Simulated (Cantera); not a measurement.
Diamond growth

A diamond (100) surface in a fixed gas of H2 with x(CH4) = 0.021, x(CH3) = 0.00012, at 1125 K, 0.0572 atm; coverages are run to steady state.

Model: the Harris–Goodwin 1993 mechanism for the reconstructed diamond (100) surface, integrated in Cantera.

```tsv
x(H)	growth (µm/h)	θ c6HH	θ c6H*	θ c6*H	θ c6**	θ c6HM
0.0001	0.189	0.594	0.0241	0.361	0.00517	0.00848
0.00026	0.517	0.533	0.0275	0.412	0.0103	0.0102
0.00066	1.18	0.505	0.0290	0.434	0.0151	0.0104
0.0017	2.34	0.493	0.0297	0.445	0.0184	0.00862
0.0043	3.72	0.490	0.0301	0.450	0.0201	0.00563
0.011	4.87	0.490	0.0305	0.454	0.0209	0.00293
0.028	5.54	0.491	0.0308	0.455	0.0213	0.00132
0.073	5.88	0.491	0.0314	0.455	0.0216	0.000538
0.19	6.07	0.491	0.0329	0.454	0.0220	0.000214
```
θ: site fractions in the mechanism's names (c6HH fully hydrogenated, c6H* and c6*H radical sites, c6** diradical, c6HM methylated).
